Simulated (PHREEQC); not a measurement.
Consider water at 20 °C with 0.00032 mol/kgw CaSO4, 0.012 mol/kgw Na2SO4 and 5.4e-06 mol/kgw H4SiO4. It is in equilibrium with CO2 at log p = -3.4 (atm). Otherwise closed; pH follows from the charge balance.

Computed with PHREEQC (Pitzer model, pitzer.dat).

Q: The ionic strength comes out as 0.0373 mol/kgw. What activity coefficients do SO4-2, Na+, HSO4-, HCO3-, H+ get?

A: SO4-2 0.48, Na+ 0.83, HSO4- 0.84, HCO3- 0.91, H+ 0.81. Single-ion values are on the MacInnes scale.

This is a speciation only: nothing precipitates in the calculation.
